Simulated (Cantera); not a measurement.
A perfectly stirred reactor is fed with H₂ : O₂ : N₂ = 0.73 : 1 : 0.51 (molar parts), equivalence ratio 0.36, at 0.920 bar; it is held at 1275 K, and followed from long to short residence time.

Cantera simulation using the H2/O2 subset of GRI-Mech 3.0, which has no nitrogen chemistry; the numbers are that mechanism's predictions, not measurements. The temperature is held fixed by assumption; the heat of reaction is taken as removed at once.

Question: What does this change do: temperature 1275 to 1000 K?

Answer: 
```
quantity                  before     after
----------------------  --------  --------
x(H₂) at τ = 23.0 s      1.44e-5   0.00286
x(O₂) at τ = 23.0 s        0.339     0.340
x(OH) at τ = 23.0 s      5.46e-5   3.96e-7
x(H₂O) at τ = 23.0 s       0.389     0.386
x(H₂O₂) at τ = 23.0 s    8.01e-8   2.20e-5
x(H₂) at τ = 0.340 s    0.000274    0.0578
x(O₂) at τ = 0.340 s       0.339     0.357
x(OH) at τ = 0.340 s    0.000191   1.06e-6
x(H₂O) at τ = 0.340 s      0.389     0.319
x(H₂O₂) at τ = 0.340 s   7.65e-7  0.000995
```

Question: What does this change do: temperature 1275 to 1350 K?

Answer: 
```csv
quantity,before,after
x(H₂) at τ = 23.0 s,1.44e-5,8.46e-6
x(O₂) at τ = 23.0 s,0.339,0.339
x(OH) at τ = 23.0 s,5.46e-5,9.02e-5
x(H₂O) at τ = 23.0 s,0.389,0.389
x(H₂O₂) at τ = 23.0 s,8.01e-8,6.81e-8
x(H₂) at τ = 0.340 s,0.000274,0.000150
x(O₂) at τ = 0.340 s,0.339,0.339
x(OH) at τ = 0.340 s,0.000191,0.000335
x(H₂O) at τ = 0.340 s,0.389,0.389
x(H₂O₂) at τ = 0.340 s,7.65e-7,5.98e-7
```
